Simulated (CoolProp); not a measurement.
n-hexane along the isobar 9.09 bar: Z from the reference equation and from simpler models built on Tc = 507.8 K, pc = 30.44 bar, ω = 0.300; each cubic takes its own stable root.

Values from CoolProp's reference Helmholtz-energy equation of state, Thol 2019.

```csv
T (K),phase,reference
252.2,liquid,0.05367
283.6,liquid,0.04968
315,liquid,0.04671
346.4,liquid,0.04457
377.8,liquid,0.04319
409.2,liquid,0.04263
440.5,gas,0.7945
471.9,gas,0.8481
503.3,gas,0.8831
534.7,gas,0.9077
566.1,gas,0.9259
597.5,gas,0.9398
```

Question: How far does each simpler model (van der Waals, Redlich-Kwong, Soave-Redlich-Kwong, Peng-Robinson) lie from the reference over these 12 states: mean and median of the absolute difference, and the worst?

Answer: 
- van der Waals: mean 182.8 %, median 38.3 %, worst +1833.1 % at 409.2 K and 9.09 bar
- Redlich-Kwong: mean 8.7 %, median 9.2 %, worst +20.2 % at 409.2 K and 9.09 bar
- Soave-Redlich-Kwong: mean 6.1 %, median 6.3 %, worst +13.3 % at 409.2 K and 9.09 bar
- Peng-Robinson: mean 0.9 %, median 0.8 %, worst -1.9 % at 346.4 K and 9.09 bar

At some of these states van der Waals gives the other phase, because its saturation line lies elsewhere.
